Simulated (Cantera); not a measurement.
Feed: 1 mol CF4, 0.032 mol CH4, 3.6 mol H2, 0.66 mol F2, at 0.0570 Torr.

Equilibrium computed with Cantera from the NASA thermochemical tables; the gas is ideal and each condensed phase is pure. Candidate condensed phases: C, C6H6, C7H8, C8H18; 95 gas species. The numbers say what is thermodynamically allowed, not how fast it happens. All values below are at 600 °C.

Base state: HF 0.841, H2 0.159 (mole fractions); condensed: C(graphite).

Q: What changes in the equilibrium state with this change: H2 from 3.6 to 0.17 mol?

A: 
```csv
species,before,after
CF4,<1e-9,0.470
F,<1e-9,0.304
HF,0.841,0.213
H2,0.159,<1e-9
F2,<1e-9,0.0129
"C(graphite), mol",1.03,0
```
Condensed phases not in the tables: fluorocarbon polymer. Gases not in the tables: C2F6 and larger saturated fluorocarbons.

Q: What changes in the equilibrium state with this change: CF4 replaced by CH2F2?

A: 
| species | before | after |
|---|---|---|
| HF | 0.841 | 0.525 |
| H2 | 0.159 | 0.475 |
| C(graphite), mol | 1.03 | 1.03 |
